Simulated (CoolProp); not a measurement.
Vapour-liquid equilibrium of cyclohexane (1) + n-octane (2) at 387.6 K; x and y are mole fractions of (1).

Computed with CoolProp (multi-fluid Helmholtz-energy mixture model, Zhou 2014 and Beckmüller 2019; pair parameters Bell 2016).

### Question
Give the bubble pressure and the first vapour's composition at x = 0.125, 0.725, 0.875. Is there an azeotrope?

### Answer
x = 0.125: 0.9493 bar, y = 0.314; x = 0.725: 2.020 bar, y = 0.892; x = 0.875: 2.293 bar, y = 0.956. No azeotrope shows between x = 0.05 and 0.95.

Pair parameters are fitted to limited data, so mixtures are less certain than the pure fluids.
